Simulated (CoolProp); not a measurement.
Vapour-liquid equilibrium of R125 (1) + R1234yf (2) at 260.4 K; x and y are mole fractions of (1).

Computed with CoolProp (multi-fluid Helmholtz-energy mixture model, Lemmon 2005 and Lemmon 2022; pair parameters Bell 2023).

Problem. Give the bubble pressure and the first vapour's composition at x = 0.05, 0.5, 0.8. Is there an azeotrope?

Solution. x = 0.05: 0.2120 MPa, y = 0.099; x = 0.5: 0.3178 MPa, y = 0.668; x = 0.8: 0.3895 MPa, y = 0.888. No azeotrope shows between x = 0.05 and 0.95.

Pair parameters are fitted to limited data, so mixtures are less certain than the pure fluids.
